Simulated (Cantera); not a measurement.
A freely propagating, adiabatic, planar premixed flame of H2 : O2 : N2 = 1 : 0.685 : 2.58 (molar parts), unburnt at 648 K and 3750 Torr; mixture-averaged transport, grid criteria slope 0.08 and curve 0.16, no radiation.

Model: the H2/O2 subset of GRI-Mech 3.0, which has no nitrogen chemistry, integrated in Cantera. The hydrogen kinetics of GRI-Mech 3.0 are dated; newer H2 mechanisms differ, most at raised pressure. Burning velocities carry a grid error of a few per cent, more on coarse grids.

Task: Predict: laminar burning velocity; thermal thickness; peak x(H); peak x(OH); peak x(HO2).

Result: 
| Quantity | Value |
|---|---|
| laminar burning velocity | 526 cm/s |
| thermal thickness | 0.0589 mm |
| peak x(H) | 0.0160 |
| peak x(OH) | 0.0151 |
| peak x(HO2) | 0.000834 |
